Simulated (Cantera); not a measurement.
Input: 1 mol BCl3, 2 mol O2, held at 2473 K and 3.10 mbar.

Method: chemical equilibrium by Gibbs-energy minimisation in Cantera with the NASA 1993 tables (ideal gas, pure condensed phases). Candidate condensed phases: B, B2O3; 18 gas species. The tables' values for BOCl are old estimates; treat these amounts as uncertain. Kinetics and transport are ignored.

Base state: Cl 0.573, O2 0.177, O 0.0957, BO2 0.0918, B2O3 0.0386, BO 0.0175, BOCl 0.00678, ClO 0.000151 (mole fractions); condensed: gas only.

**Question.** What changes in the equilibrium state with this change: temperature from 2473 K to 2300 K?

**Answer.** 
| species | before | after |
|---|---|---|
| Cl | 0.573 | 0.597 |
| O2 | 0.177 | 0.217 |
| BO2 | 0.0918 | 0.0722 |
| O | 0.0957 | 0.0416 |
| BO | 0.0175 | 0.00459 |
| B2O3 | 0.0386 | 0.0581 |
| B2O2 | 3.01e-5 | 1.02e-5 |
| Cl2 | 9.93e-5 | 0.000275 |
| BOCl | 0.00678 | 0.00909 |
| ClO | 0.000151 | 0.000192 |
